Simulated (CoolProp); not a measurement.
Model: reference Helmholtz-energy equation of state, Penoncello 2003, in CoolProp.

Task: Give the vapour pressure (bar), liquid density (kg/m³), vapour density (kg/m³), enthalpy of vaporisation (kJ/kg) of saturated CHF3 (R23) at 197.2, 208.8 K.

Result: 
```csv
T (K),p (bar),liquid density (kg/m³),vapour density (kg/m³),enthalpy of vaporisation (kJ/kg)
197.2,1.42,1420,6.41,234
208.8,2.55,1380,11.1,224
```
